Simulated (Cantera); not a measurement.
**Equilibrium for thermal oxidation and active oxidation of silicon: Si + CO2 + H2**

Charge: 1 mol Si, 0.017 mol CO2, 660 mol H2, at 1.20 bar.

Method: chemical equilibrium by Gibbs-energy minimisation in Cantera with the NASA 1993 tables (ideal gas, pure condensed phases). Candidate condensed phases: C, C6H6, C7H8, C8H18, H2O, Si, SiC, SiO2; 123 gas species. Mutual solubility and eutectic melting of coexisting phases are not modelled. Gases not in the tables: Si2H6 and higher silanes. The numbers say what is thermodynamically allowed, not how fast it happens.

From 1423 K to 1673 K the condensed part is Si(s) + SiC(s). At 1723 K the condensed part is Si(l) + SiC(s). From 1773 K to 2023 K the condensed part is Si(l). The main Si-bearing gas is SiO at 1423 K and SiH2 at 2023 K.

```
T (K)   x H2       x H    x SiH2    x SiO     x Si    x SiH    x CH4  n Si(s)  n SiC(s)  n Si(l)
-----  -----  --------  --------  -------  -------  -------  -------  -------  --------  -------
1423   1.000   6.06e-6   5.26e-7  4.98e-5  1.27e-9  6.25e-9  2.43e-5    0.966  0.000326        0
1473   1.000   1.15e-5   1.05e-6  4.98e-5  4.56e-9  1.80e-8  2.31e-5    0.965  0.000971        0
1523   1.000   2.11e-5   2.00e-6  4.97e-5  1.50e-8  4.81e-8  2.20e-5    0.963   0.00151        0
1573   1.000   3.71e-5   3.67e-6  4.96e-5  4.58e-8  1.21e-7  2.11e-5    0.962   0.00195        0
1623   1.000   6.31e-5   6.47e-6  4.93e-5  1.30e-7  2.87e-7  2.02e-5    0.960   0.00230        0
1673   1.000  0.000104   1.10e-5  4.91e-5  3.48e-7  6.45e-7  1.95e-5    0.956   0.00257        0
1723   1.000  0.000166   1.70e-5  4.84e-5  8.19e-7  1.29e-6  2.01e-5        0   0.00163    0.953
1773   1.000  0.000260   2.47e-5  4.73e-5  1.78e-6  2.40e-6  2.14e-5        0         0    0.949
1823   0.999  0.000395   3.51e-5  4.65e-5  3.68e-6  4.31e-6  2.03e-5        0         0    0.940
1873   0.999  0.000589   4.90e-5  4.56e-5  7.35e-6  7.50e-6  1.92e-5        0         0    0.927
1923   0.999  0.000860   6.72e-5  4.48e-5  1.41e-5  1.27e-5  1.78e-5        0         0    0.907
1973   0.999   0.00123   9.07e-5  4.40e-5  2.63e-5  2.08e-5  1.63e-5        0         0    0.878
2023   0.998   0.00173  0.000121  4.33e-5  4.74e-5  3.34e-5  1.47e-5        0         0    0.835
```
x: gas mole fraction; n: condensed amount in mol.
